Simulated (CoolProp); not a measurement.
The fluid at 293.15 K and 4.21 MPa flows at 0.073 m/s in a round tube of 25 mm bore and 15 µm roughness, fully developed (64/Re and Nu = 3.66 if laminar; Colebrook and Gnielinski if turbulent). The same conditions are run with several fluids, on thermodynamics alone (safety and materials aside).

Computed with CoolProp (reference Helmholtz-energy equation of state of each fluid (CH2F2 (R32): Tillner-Roth 1997; R407C: Lemmon 2003; R236FA: Pan 2012; isobutane: Bücker 2006)). Blends and air are pseudo-pure fits.

**Question.** Rank CH2F2 (R32), R407C, R236FA, isobutane by Reynolds number, highest first.

**Answer.** CH2F2 (R32) (14600), R407C (12500), R236FA (7780), isobutane (6070)

```tsv
fluid	Darcy friction factor	pressure drop (Pa/m)	heat-transfer coefficient (W/(m² K))	mass flow (kg/h)
CH2F2 (R32)	0.0291	3.09	349	129
R407C	0.0301	3.78	245	152
R236FA	0.0338	5.03	172	180
isobutane	0.0361	2.17	153	72.8
```

Transport values come from each fluid's own correlations; those of CH2F2 (R32), R236FA are estimates that may be off by 10 % or more.
